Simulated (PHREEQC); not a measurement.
A solution holds 8.9 mmol/kgw NaOH, 8.3 mmol/kgw NaAlO2 and 53 mmol/kgw Na2CO3, at 25 °C. Closed to the air; pH follows from the charge balance.

All values are PHREEQC results (ion-association model, wateq4f.dat), not measurements.

```csv
quantity,before,after
pH,11.84,11.09
ionic strength (mol/kgw),0.134,0.0160
Na+ (mol/kgw),0.102,0.0118
CO3-2 (mol/kgw),0.0315,0.00422
NaCO3- (mol/kgw),0.0210,0.000567
HCO3- (mol/kgw),0.000444,0.000509
SI of Boehmite (AlOOH),+0.04,-0.14
SI of Gibbsite (Al(OH)3),+0.51,+0.33
```

**Question.** Which change was made?
A. 0.069 mol/kgw KCl added
B. Na2CO3 from 0.053 to 0.53 mol/kgw
C. diluted 5-fold with water
D. diluted 10-fold with water

**Answer.** D, diluted 10-fold with water

This is a speciation only: nothing precipitates in the calculation. Some of these states are supersaturated (in Gibbsite (slow to form), for instance).
